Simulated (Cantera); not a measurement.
Mixture: CH₄ : O₂ : N₂ = 1 : 1.43 : 5.37 (molar parts), at 31.6 atm, adiabatic and at constant volume. Ignition delay is the time to a rise of 400 K.

Computed with Cantera and GRI-Mech 3.0 (53 species, 325 reactions). The pressure lies above the range GRI-Mech 3.0 was tuned for (to about 10 atm).

```json
[
 {"quantity": "delay at 1050 K", "before": "11.2 ms", "after": "11.5 ms"},
 {"quantity": "delay at 1150 K", "before": "2.61 ms", "after": "2.73 ms"},
 {"quantity": "delay at 1250 K", "before": "0.782 ms", "after": "0.829 ms"},
 {"quantity": "delay at 1350 K", "before": "0.272 ms", "after": "0.292 ms"},
 {"quantity": "delay at 1450 K", "before": "0.104 ms", "after": "0.113 ms"},
 {"quantity": "apparent activation energy between 1350 and 1450 K", "before": "160 kJ/mol", "after": "150 kJ/mol"}
]
```

Question: What was changed between the two runs?
A) pressure from 31.6 atm to 2.37 atm
B) constant pressure in place of constant volume
C) pressure from 31.6 atm to 3.85 atm
D) CH4 1 to 0.34 parts

Answer: B, constant pressure in place of constant volume
